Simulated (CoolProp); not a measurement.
Vapour-liquid equilibrium of R134a (1) + R236FA (2) at 0.36 MPa; x and y are mole fractions of (1).

Values from CoolProp's multi-fluid Helmholtz-energy mixture model, Tillner-Roth 1994 and Pan 2012; pair parameters Bell 2016.

Question: Give the bubble temperature and the first vapour's composition at x = 0.5, 0.8, 0.95. Is there an azeotrope?

Answer: x = 0.5: 17.3 °C, y = 0.692; x = 0.8: 10.0 °C, y = 0.904; x = 0.95: 6.8 °C, y = 0.979. No azeotrope shows between x = 0.05 and 0.95.

The pair parameters rest on a limited set of measurements; away from them the model extrapolates.
